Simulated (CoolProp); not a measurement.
Vapour-liquid equilibrium of hydrogen chloride (1) + n-butane (2) at 0.717 MPa; x and y are mole fractions of (1).

Computed with CoolProp (multi-fluid Helmholtz-energy mixture model, Thol 2018 and Bücker 2006; pair parameters Bell 2016).

Give the bubble temperature and the first vapour's composition at x = 0.55, 0.65, 0.85. Is there an azeotrope?

x = 0.55: 240.9 K, y = 0.972; x = 0.65: 238.9 K, y = 0.976; x = 0.85: 235.1 K, y = 0.987. No azeotrope shows between x = 0.05 and 0.95.

Pair parameters are fitted to limited data, so mixtures are less certain than the pure fluids. With so large a gap from Raoult's law the liquid may split in two, which this calculation doesn't test in full.
